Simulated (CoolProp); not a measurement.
Model: reference Helmholtz-energy equation of state, Thol 2019, in CoolProp.

Q: Give the vapour pressure (kPa), liquid density (kg/m³), enthalpy of vaporisation (kJ/kg), liquid cp (kJ/(kg K)) of saturated decamethylcyclopentasiloxane (D5) at 118.05, 134.85, 139.05 °C.

A: 
```json
[
 {"T (°C)": "118.05", "p (kPa)": "5.58", "liquid density (kg/m³)": "854", "enthalpy of vaporisation (kJ/kg)": "141", "liquid cp (kJ/(kg K))": "1.83"},
 {"T (°C)": "134.85", "p (kPa)": "10.8", "liquid density (kg/m³)": "835", "enthalpy of vaporisation (kJ/kg)": "136", "liquid cp (kJ/(kg K))": "1.86"},
 {"T (°C)": "139.05", "p (kPa)": "12.6", "liquid density (kg/m³)": "830", "enthalpy of vaporisation (kJ/kg)": "134", "liquid cp (kJ/(kg K))": "1.87"}
]
```
